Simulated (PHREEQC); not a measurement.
NaOH is added in steps, without added water, to 1 kg of water holding 0.11 mol/kgw NH4Cl and 0.00069 mol/kgw Na2SO4, at 20 °C. Oxygen alone is held at its pressure in air (log pO2 = -0.68). No CO2 enters from the air. The run lets Halite, Mirabilite precipitate or redissolve, and no other solid.

Base run: PHREEQC, ion-association model, wateq4f.dat. Each further column changes one thing. The table gives NH4SO4- (mol/kgw).

```
NaOH added (mol)      base  metal-ligand complexes left out  Debye-Hückel limiting law  database phreeqc.dat  Davies equation for every ion
----------------  --------  -------------------------------  -------------------------  --------------------  -----------------------------
0                 0.000233                         0.000233                   0.000158              0.000225                       0.000234
0.015             0.000207                         0.000211                   0.000139              0.000200                       0.000208
0.025             0.000189                         0.000195                   0.000126                     …                       0.000190
0.04              0.000160                         0.000169                          …              0.000154                       0.000161
0.055             0.000130                         0.000140                    8.50e-5                     …                       0.000131
0.065             0.000109                         0.000119                    7.06e-5              0.000104                       0.000109
0.08               7.50e-5                          8.43e-5                    4.81e-5               7.16e-5                        7.53e-5
0.095              3.92e-5                          4.53e-5                    2.48e-5               3.73e-5                        3.93e-5
0.105              1.46e-5                                …                          …               1.40e-5                        1.46e-5
0.12               8.07e-7                          9.72e-7                    5.46e-7               8.34e-7                        7.89e-7
```

Problem. Complete the blanks.

Solution. 
- 0.025, database phreeqc.dat: 0.000182
- 0.04, Debye-Hückel limiting law: 0.000106
- 0.055, database phreeqc.dat: 0.000125
- 0.105, metal-ligand complexes left out: 1.72e-5
- 0.105, Debye-Hückel limiting law: 9.25e-6

 phreeqc.dat and wateq4f.dat share most of their constants, so their agreement is no independent check. Solids allowed in the column 'database phreeqc.dat': Halite.
